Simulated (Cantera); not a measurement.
A closed system holds: 1 mol toluene, 2.4 mol H₂, equilibrated at 75.0 Torr.

These are equilibrium values from Cantera (NASA tables, ideal gas, pure condensed phases), not measurements of a reactor. Candidate condensed phases: C, C₆H₆, C₇H₈, C₈H₁₈; 76 gas species. Equilibrium is a limit: real reactors are often held back by kinetics, nucleation or transport.

x: gas mole fraction; n: condensed amount in mol.

```tsv
T (°C)	x H₂	x H	x C₂H₂ (acetylene)	x CH₄	x CH₃	x C₄H₂	x C₂H₄	n C(graphite)
1552	0.998	0.00139	0.000214	7.07e-5	1.99e-6	1.82e-8	4.22e-7	7.00
1577	0.998	?	?	6.52e-5	?	?	4.35e-7	7.00
1602	0.998	0.00207	0.000316	6.03e-5	2.51e-6	3.98e-8	4.48e-7	7.00
1627	0.997	0.00251	0.000381	5.59e-5	2.81e-6	5.79e-8	4.61e-7	6.99
1652	0.996	0.00302	0.000456	5.19e-5	3.14e-6	8.35e-8	4.74e-7	6.99
1677	0.996	0.00362	0.000544	4.82e-5	3.49e-6	1.19e-7	4.86e-7	6.99
1702	0.995	?	?	4.49e-5	?	?	4.99e-7	6.99
1727	0.994	0.00513	0.000764	4.19e-5	4.28e-6	2.36e-7	5.11e-7	6.99
1752	0.993	0.00606	0.000899	3.92e-5	4.72e-6	3.27e-7	5.24e-7	6.99
1777	0.992	0.00714	0.00105	3.67e-5	5.19e-6	4.51e-7	5.36e-7	6.99
1802	0.990	0.00838	0.00123	3.44e-5	5.69e-6	6.16e-7	5.47e-7	6.98
1827	0.989	0.00980	0.00143	3.23e-5	6.23e-6	8.35e-7	5.59e-7	6.98
1852	0.987	0.0114	0.00165	3.03e-5	6.80e-6	1.12e-6	5.70e-7	6.98
```

Question: Some entries are withheld; supply them.

Answer: 
- 1702, x H: 0.00432
- 1702, x C₂H₂ (acetylene): 0.000646
- 1702, x CH₃: 3.87e-6
- 1702, x C₄H₂: 1.68e-7
- 1577, x H: 0.00170
- 1577, x C₂H₂ (acetylene): 0.000261
- 1577, x CH₃: 2.24e-6
- 1577, x C₄H₂: 2.71e-8
